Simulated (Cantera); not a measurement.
Input: 1 mol Cu, 0.056 mol H2O, 6.3 mol N2, 0.51 mol O2, held at 10000 Pa.

Method: chemical equilibrium by Gibbs-energy minimisation in Cantera with the NASA 1993 tables (ideal gas, pure condensed phases). Candidate condensed phases: Cu, CuO, Cu(OH)2, Cu2O, H2O; 27 gas species. Mutual solubility and eutectic melting of coexisting phases are not modelled. Kinetics and transport are ignored.

**Question.** Which condensed phases are stable at each of these points (T (K)): 1073, 1173, 1273, 1373, 1473, 1573, 1673, 1773?

**Answer.** 
```csv
T (K),condensed phases,Cu condensed (%)
1073,CuO(s) + Cu2O(s),100.0
1173,Cu2O(s),100.0
1273,Cu2O(s),100.0
1373,Cu2O(s),100.0
1473,Cu2O(s),100.0
1573,Cu2O(l),99.9
1673,Cu2O(l),99.5
1773,Cu2O(l),97.7
```

At 1073 K the condensed part is CuO(s) + Cu2O(s). From 1173 K to 1473 K the condensed part is Cu2O(s). From 1573 K to 1773 K the condensed part is Cu2O(l).
